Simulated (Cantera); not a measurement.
Cantera run:

```python
import numpy as np
import cantera as ct

gas_names = """
    C CO COS CO2 CS CS2 C2 C2O C3 C3O2 C4 C5 O O2 O3 S SO SO2 SO3 S2 S2O S8
""".split()
cond_names = """
    C(gr) S(cr1) S(cr2) S(L)
""".split()


# ... load() reads the species with a 1 bar reference pressure and builds the phases ...
atoms = {
    'CS2': {'C': 1, 'S': 2},
    'SO2': {'S': 1, 'O': 2},
}
top_T = {'C(gr)': 4500}  # K; cautious upper limits of use, not melting points


# ... equilibrate(T, P, feed) seeds the gas with the atoms and calls Mixture.equilibrate('TP', solver="vcs", rtol=1e-11, max_steps=5000) ...
results = []
T = 2598  # K
P = 570000  # Pa
for m in [0.019, 0.025, 0.032, 0.041, 0.053, 0.068, 0.087, 0.11, 0.14, 0.18]:
    feed = {'CS2': 1, 'SO2': m}  # mol
    mix = equilibrate(T, P, feed)
    results.append((T, P, feed, dict(zip(mix.species_names, mix.species_moles))))

top = {s: max(r[3][s] / sum(r[3][g] for g in gas_names) for r in results) for s in gas_names}
cols = sorted((s for s in top if top[s] > 1e-05), key=lambda s: -top[s])[:6]
seen = [c for c in cond_names if any(r[3].get(c, 0) > 1e-12 for r in results)]
print("log10 of partial pressures in bar; condensed amounts in mol")
print(f"{'n(SO2)':>10s}" + "".join(f"{s[:9]:>10s}" for s in cols + seen))
for T, P, feed, n in results:
    ng = sum(n[g] for g in gas_names)
    print(f"{feed['SO2']:10.4g}" + "".join(f"{np.log10(max(n[s] / ng * P / 1e5, 1e-99)):10.3f}" for s in cols)
          + "".join(f"{n.get(c, 0):10.4g}" for c in seen))
```

Output:

```
log10 of partial pressures in bar; condensed amounts in mol
    n(SO2)       CS2        S2        CS        CO         S       COS
     0.019     0.466    -0.013     0.194    -0.754    -1.193    -2.930
     0.025     0.460     0.005     0.179    -0.639    -1.184    -2.806
     0.032     0.452     0.024     0.162    -0.536    -1.174    -2.694
     0.041     0.442     0.048     0.140    -0.435    -1.162    -2.580
     0.053     0.427     0.077     0.111    -0.331    -1.147    -2.462
     0.068     0.408     0.111     0.075    -0.233    -1.131    -2.347
     0.087     0.382     0.149     0.030    -0.138    -1.112    -2.233
      0.11     0.348     0.190    -0.024    -0.052    -1.091    -2.126
      0.14     0.301     0.235    -0.094     0.034    -1.069    -2.018
      0.18     0.232     0.285    -0.188     0.118    -1.044    -1.909
```

Cantera equilibrium calculation (NASA polynomials, part measured and part estimated; ideal gas, pure solids and liquids).
